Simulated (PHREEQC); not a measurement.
**Brine with buffer (model solution)**

Solution A (1.6 mol HCl and 0.2 mol MgSO4 per kg of water) is mixed with solution B (0.0022 mol NaHSO4, 0.024 mol Na2CO3 and 0.00038 mol NaCl per kg of water) at 25 °C; shares are by mass of water, 1 kg in all. The system is closed to CO2. Solids allowed: Bischofite, Bloedite, Brucite, Burkeite, Epsomite, Halite, Hexahydrite, Kieserite, Nesquehonite, Mirabilite, Nahcolite, Natron, Thenardite, Trona, MgCl2_4H2O. Others were left out.

The numbers come from PHREEQC with the Pitzer model, pitzer.dat.

```json
[
 {"share of solution B": "0", "pH": "-0.36", "CO2 (mol/kgw)": "0", "CO3-2 (mol/kgw)": "0", "SO4-2 (mol/kgw)": "0.0501", "HCO3- (mol/kgw)": "0"},
 {"share of solution B": "0.1", "pH": "-0.27", "CO2 (mol/kgw)": "0.00240", "CO3-2 (mol/kgw)": "0", "SO4-2 (mol/kgw)": "0.0452", "HCO3- (mol/kgw)": "1.93e-9"},
 {"share of solution B": "0.2", "pH": "-0.18", "CO2 (mol/kgw)": "0.00480", "CO3-2 (mol/kgw)": "0", "SO4-2 (mol/kgw)": "0.0403", "HCO3- (mol/kgw)": "4.48e-9"},
 {"share of solution B": "0.3", "pH": "-0.08", "CO2 (mol/kgw)": "0.00720", "CO3-2 (mol/kgw)": "0", "SO4-2 (mol/kgw)": "0.0354", "HCO3- (mol/kgw)": "7.89e-9"},
 {"share of solution B": "0.4", "pH": "0.03", "CO2 (mol/kgw)": "0.00960", "CO3-2 (mol/kgw)": "0", "SO4-2 (mol/kgw)": "0.0305", "HCO3- (mol/kgw)": "1.25e-8"},
 {"share of solution B": "0.5", "pH": "0.15", "CO2 (mol/kgw)": "0.0120", "CO3-2 (mol/kgw)": "0", "SO4-2 (mol/kgw)": "0.0256", "HCO3- (mol/kgw)": "1.90e-8"},
 {"share of solution B": "0.6", "pH": "0.28", "CO2 (mol/kgw)": "0.0144", "CO3-2 (mol/kgw)": "0", "SO4-2 (mol/kgw)": "0.0209", "HCO3- (mol/kgw)": "2.87e-8"},
 {"share of solution B": "0.7", "pH": "0.45", "CO2 (mol/kgw)": "0.0168", "CO3-2 (mol/kgw)": "0", "SO4-2 (mol/kgw)": "0.0163", "HCO3- (mol/kgw)": "4.45e-8"},
 {"share of solution B": "0.8", "pH": "0.68", "CO2 (mol/kgw)": "0.0192", "CO3-2 (mol/kgw)": "0", "SO4-2 (mol/kgw)": "0.0119", "HCO3- (mol/kgw)": "7.56e-8"},
 {"share of solution B": "0.9", "pH": "1.08", "CO2 (mol/kgw)": "0.0216", "CO3-2 (mol/kgw)": "0", "SO4-2 (mol/kgw)": "0.00796", "HCO3- (mol/kgw)": "1.78e-7"},
 {"share of solution B": "1", "pH": "10.83", "CO2 (mol/kgw)": "8.58e-8", "CO3-2 (mol/kgw)": "0.0209", "SO4-2 (mol/kgw)": "0.00220", "HCO3- (mol/kgw)": "0.00307"}
]
```

In brines, pH and single-ion activities rest on the MacInnes convention.
